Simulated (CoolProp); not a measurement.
Saturation properties of methane (Tc = 190.6 K, pc = 4599 kPa, ω = 0.011).

Model: reference Helmholtz-energy equation of state, Setzmann 1991, in CoolProp.

| T (K) | p (kPa) | liquid density (kg/m³) | vapour density (kg/m³) | vapour viscosity (µPa s) |
|---|---|---|---|---|
| 108.7 | 78.80 | 426.7 | 1.442 | 4.13 |
| 118.5 | 171.9 | 412.2 | 2.953 | 4.52 |
| 128.4 | 333.3 | 396.7 | 5.460 | 4.92 |
| 138.2 | 583.5 | 380.1 | 9.272 | 5.33 |
| 148.1 | 953.3 | 361.7 | 14.97 | 5.79 |
| 158 | 1468 | 340.9 | 23.28 | 6.35 |
| 167.8 | 2149 | 316.7 | 35.45 | 7.09 |
| 177.7 | 3043 | 285.3 | 54.96 | 8.27 |
| 187.5 | 4179 | 233.5 | 95.41 | 11.0 |

It boils at 111.7 K under 1 atm.

Viscosity comes from a separate model (Quiñones-Cisneros 2006).
